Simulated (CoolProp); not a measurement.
Vapour pressure (kPa) of R1336mzz(E): the reference equation beside estimates from Tc = 130.4 °C, pc = 2779 kPa, ω = 0.413. Clausius-Clapeyron is anchored at 40.95 °C with a constant enthalpy of vaporisation of 22.20 kJ/mol.

The numbers come from the reference Helmholtz-energy equation of state, Akasaka 2023 in CoolProp.

```
T (°C)  reference  Lee-Kesler  Clausius-Clapeyron  Peng-Robinson
------  ---------  ----------  ------------------  -------------
37.35       292.5       293.4               296.9          291.4
40.95       327.7       328.6               327.7          326.4
44.45       364.9       365.9               359.9          363.5
48.05       406.4       407.5               395.4          404.9
51.55       450.1       451.3               432.5          448.6
55.05       497.2       498.4               472.1          495.8
58.65       549.6       550.8               515.7          548.2
62.15       604.3       605.5               560.9          603.2
65.75       664.9       666.0               610.3          664.0
69.25       728.0       729.0               661.5          727.5
72.85       797.6       798.4               717.4          797.6
76.35       869.9       870.6               775.1          870.5
79.85       947.1       947.6               836.0          948.4
83.45        1032        1032               902.4           1034
86.95        1119        1120               970.5           1123
```

Absolute difference from the reference over all 15 rows, mean and median: Lee-Kesler 0.2 and 0.2 %, Clausius-Clapeyron 6.9 and 7.2 %, Peng-Robinson 0.2 and 0.3 %.
